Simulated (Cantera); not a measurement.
Charge: 1 mol CH₃SiCl₃, 0.014 mol C₂H₂, 1400 mol H₂, at 2175 K and 0.100 bar.

Method: chemical equilibrium by Gibbs-energy minimisation in Cantera with the NASA 1993 tables (ideal gas, pure condensed phases). Candidate condensed phases: C, C₆H₆, C₇H₈, C₈H₁₈, Si, SiC; 109 gas species. The feed counts by its element totals alone. Gases not in the tables: Si₂H₆ and higher silanes. Equilibrium is a limit: real reactors are often held back by kinetics, nucleation or transport.

Base state: H₂ 0.982, H 0.0153, HCl 0.00209, Si 0.000526, C₂H₂ (acetylene) 0.000339, SiH 7.65e-5, SiH₂ 4.74e-5, Cl 2.37e-5 (mole fractions); condensed: gas only.

Task: What changes in the equilibrium state with this change: temperature from 2175 K to 2525 K?

Result: 
```csv
species,before,after
H₂,0.982,0.912
H,0.0153,0.0847
HCl,0.00209,0.00192
Si,0.000526,0.000615
Si₂C,2.04e-5,6.99e-7
Cl,2.37e-5,0.000126
```
